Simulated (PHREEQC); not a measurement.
PHREEQC input (ion-association model, wateq4f.dat):

```
SOLUTION_MASTER_SPECIES
  An  An-  0  An  62.0  # stands for a non-complexing anion
SOLUTION_SPECIES
  An- = An-
    -log_k 0
    -gamma 3.0 0
PHASES
  Fix_H+
    H+ = H+
    -log_k 0
SOLUTION 1
  temp 25
  units mmol/kgw
  pH 7 charge
  Cl 0.044
  Ni 0.022
  Na 1
  An 1
END
SELECTED_OUTPUT 1
  -reset false
  -pH true
  -pe true
  -ionic_strength true
  -water true
  -totals Cl Na Ni
  -molalities Hfo_wOH Hfo_wOH2+ Hfo_wO- Hfo_sOH Hfo_sOH2+ Hfo_sO- Hfo_sONi+ Hfo_wONi+
  -saturation_indices Ni(OH)2 Halite
USER_PUNCH 1
  -headings sigma psi
  10 PUNCH EDL("sigma", "Hfo"), EDL("psi", "Hfo")
PRINT
  -reset false
USE solution 1
SURFACE 1
  Hfo_wOH 0.000831461 600 0.37
  Hfo_sOH 2.07865e-05
EQUILIBRIUM_PHASES 1
  Fix_H+ -4 HAn 10
    -force_equality true
  O2(g) -0.68 10
END
# ... the last block is repeated for the other 16 points of pH, with NaOH or the acid as the point needs
```

Selected output (columns that matter, 13 of 17 rows; pH added in front):

```
pH	mu	Na	Ni	m_Hfo_wOH	m_Hfo_wOH2+	m_Hfo_wO-	m_Hfo_sOH	m_Hfo_sOH2+	m_Hfo_sO-	m_Hfo_sONi+	si_Ni(OH)2	si_Halite	sigma	psi
4	0.0013118	0.001	2.1998e-05	0.00051392	0.00029718	2.0359e-05	1.2847e-05	7.429e-06	5.0894e-07	1.6702e-09	-7.5282	-8.9738	0.12333	0.20869
4.5	0.0011928	0.001	2.1987e-05	0.00057792	0.00021852	3.5014e-05	1.4439e-05	5.4598e-06	8.7484e-07	1.2357e-08	-6.5253	-8.9723	0.081761	0.19003
5.5	0.0011044	0.001	2.1228e-05	0.00062801	0.00013789	6.5522e-05	1.5149e-05	3.3263e-06	1.5805e-06	7.3092e-07	-4.5381	-8.971	0.032551	0.14484
6	0.0010759	0.001	1.7463e-05	0.00063493	0.00011792	7.8319e-05	1.2633e-05	2.3462e-06	1.5583e-06	4.2488e-06	-3.6221	-8.9706	0.019527	0.11956
6.5	0.0010413	0.001	9.3036e-06	0.00063687	0.00010327	8.9973e-05	7.24e-06	1.174e-06	1.0228e-06	1.135e-05	-2.8947	-8.9701	0.011365	0.09347
7.5	0.0010412	0.0010365	3.8363e-07	0.00063417	8.901e-05	0.00010351	3.022e-06	4.2415e-07	4.9324e-07	1.6847e-05	-2.281	-8.9545	0.0030642	0.038024
8	0.0010443	0.0010434	4.168e-08	0.00063361	8.6291e-05	0.00010658	2.9167e-06	3.9722e-07	4.9063e-07	1.6982e-05	-2.2491	-8.9517	0.00068396	0.0092201
8.5	0.001049	0.0010507	4.4491e-09	0.00063314	8.4006e-05	0.00010932	2.9036e-06	3.8526e-07	5.0134e-07	1.6996e-05	-2.2354	-8.9487	-0.0014918	-0.019688
9.5	0.0010863	0.0010957	1.055e-10	0.00063113	7.7341e-05	0.00011799	2.8932e-06	3.5454e-07	5.4086e-07	1.6998e-05	-2.1993	-8.9311	-0.0081853	-0.076802
10	0.0011653	0.0011825	5.9203e-11	0.00062817	7.1035e-05	0.00012726	2.8796e-06	3.2563e-07	5.8335e-07	1.6998e-05	-2.1624	-8.8991	-0.014986	-0.10432
10.5	0.0014058	0.0014375	7.0576e-11	0.00062037	6.0597e-05	0.00014549	2.8438e-06	2.7778e-07	6.6696e-07	1.6998e-05	-2.0934	-8.8174	-0.027508	-0.13013
11.5	0.0045707	0.0046902	6.1262e-10	0.00052231	2.2164e-05	0.00028198	2.3945e-06	1.0161e-07	1.2927e-06	1.6998e-05	-1.6567	-8.3306	-0.10389	-0.16787
12	0.012508	0.012731	6.3205e-09	0.00034953	5.9426e-06	0.00047098	1.6033e-06	2.7259e-08	2.1604e-06	1.6995e-05	-1.0855	-7.9328	-0.1935	-0.17395
```

Complexes and solids missing from the database can't appear.
